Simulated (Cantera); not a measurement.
A Cantera script and its output.

```python
import numpy as np
import cantera as ct

gas = ct.Solution("gri30.yaml")
gas.TPX = 1350, 69000, {'N2O': 1, 'H2': 0.01, 'N2': 4.3}
reactor = ct.IdealGasConstPressureReactor(gas, energy="off", clone=False)
net = ct.ReactorNet([reactor])
net.rtol, net.atol = 1e-08, 1e-18
show = ['N2O', 'H2', 'O2', 'O', 'N2', 'OH', 'NO']
times = np.geomspace(5e-05, 300, 9)

steps = ct.SolutionArray(gas, extra=["t"])
rows = []
print(f"{'t/s':>10s}{'T/K':>9s}{'P/Pa':>11s}" + "".join(f"{s:>11s}" for s in show))
for t in times:
    while net.time < t:
        t_next = net.step()
        steps.append(gas.state, t=t_next)
    rows.append([np.interp(t, steps.t, y) for y in (steps.T, steps.P, *steps(*show).X.T)])
    print(f"{t:10.3e}{rows[-1][0]:9.1f}{rows[-1][1]:11.4g}" + "".join(f"{x:11.3e}" for x in rows[-1][2:]))
rate = np.gradient(steps.T, steps.t)
print("integrator steps:", len(steps.t))
if steps.T.max() > steps.T[0] + 200:
    print(f"time of steepest temperature rise: {steps.t[rate.argmax()]:.4e} s")
gas.TPX = 1350, 69000, {'N2O': 1, 'H2': 0.01, 'N2': 4.3}
gas.equilibrate("TP")
print(f"equilibrium (TP): T = {gas.T:.1f} K  " + "  ".join(f"{s} {gas[s].X[0]:.3e}" for s in show))
```

It prints:

```
       t/s      T/K       P/Pa        N2O         H2         O2          O         N2         OH         NO
 5.000e-05   1350.0    6.9e+04  1.883e-01  1.875e-03  9.122e-06  9.210e-06  8.098e-01  6.462e-06  4.084e-06
 3.518e-04   1350.0    6.9e+04  1.877e-01  1.547e-03  1.065e-04  1.047e-05  8.103e-01  4.381e-05  5.435e-05
 2.475e-03   1350.0    6.9e+04  1.841e-01  2.234e-04  9.582e-04  1.267e-05  8.126e-01  3.192e-05  3.847e-04
 1.741e-02   1350.0    6.9e+04  1.691e-01  2.731e-07  6.605e-03  1.275e-05  8.198e-01  1.817e-05  2.505e-03
 1.225e-01   1350.0    6.9e+04  9.759e-02  6.204e-08  3.431e-02  1.077e-05  8.537e-01  1.788e-05  1.246e-02
 8.616e-01   1350.0    6.9e+04  6.127e-03  1.506e-08  7.133e-02  2.079e-06  8.986e-01  7.830e-06  2.204e-02
 6.062e+00   1350.0    6.9e+04  1.655e-07  1.565e-09  7.410e-02  1.393e-07  9.019e-01  2.042e-06  2.215e-02
 4.264e+01   1350.0    6.9e+04  1.584e-07  1.565e-09  7.412e-02  1.393e-07  9.019e-01  2.042e-06  2.212e-02
 3.000e+02   1350.0    6.9e+04  1.560e-07  1.564e-09  7.422e-02  1.394e-07  9.020e-01  2.043e-06  2.193e-02
integrator steps: 1956
equilibrium (TP): T = 1350.0 K  N2O 2.161e-08  H2 1.460e-09  O2 8.508e-02  O 1.491e-07  N2 9.128e-01  OH 2.113e-06  NO 3.730e-04
```

Model: GRI-Mech 3.0 (53 species, 325 reactions), integrated in Cantera. GRI-Mech 3.0 was tuned for natural gas; its chemistry of N2O as a main component is partial and can be far from experiment. The mechanism lacks the step 2 NO + O2 → 2 NO2, which can matter for NO2 below about 1400 K. The temperature is held fixed by assumption; the heat of reaction is taken as removed at once.
